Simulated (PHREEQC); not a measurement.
Model water analysis in mmol/kgw, 65 °C, pH 6.84, pe 11.3:

```tsv
constituent	mmol/kgw
Na	8.29
K	2.08
Ca	0.459
Mg	0.313
Cl	5.28
S(6)	1.72
Alkalinity (meq/kgw)	3.53
Pb	0.339
```

Na is adjusted to close the charge balance.
Valence states are taken as typed.

The numbers come from PHREEQC with the ion-association model, phreeqc.dat.

Precipitation was switched off in this run.

### Question
Predict the ionic strength, specific conductance.

### Answer
ionic strength 0.0135 mol/kgw; specific conductance 2580 µS/cm.

### Question
In which forms is C present?

### Answer
HCO3- 73 %, CO2 18 %, PbCO3 6.9 %, PbHCO3+ 0.7 % of the C.

The solution is supersaturated, for example in Cerussite, Pb(OH)2, so a real one may precipitate; this is no full list. Away from 25 °C the constants follow the database's enthalpies or fits; those with neither stay at their 25 °C values.
